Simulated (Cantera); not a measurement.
Input: 1 mol NiS, 4 mol H2, held at 1252 °C and 27.0 mbar.

These are equilibrium values from Cantera (NASA tables, ideal gas, pure condensed phases), not measurements of a reactor. Candidate condensed phases: Ni, NiS, NiS2, Ni3S2, Ni3S4, S; 9 gas species. The numbers say what is thermodynamically allowed, not how fast it happens.

Base state: H2 0.930, H2S 0.0552, S2 0.0125, SH 0.00193, H 0.000139, S 3.69e-5 (mole fractions); condensed: Ni3S2(l).

**Question.** What changes in the equilibrium state with this change: pressure from 27.0 mbar to 1 atm?

**Answer.** 
| species | before | after |
|---|---|---|
| H2 | 0.930 | 0.917 |
| H2S | 0.0552 | 0.0813 |
| S2 | 0.0125 | 0.000745 |
| S | 3.69e-5 | 1.47e-6 |
| H | 0.000139 | 2.25e-5 |
| SH | 0.00193 | 0.000467 |
| Ni3S2(l), mol | 0.333 | 0.333 |
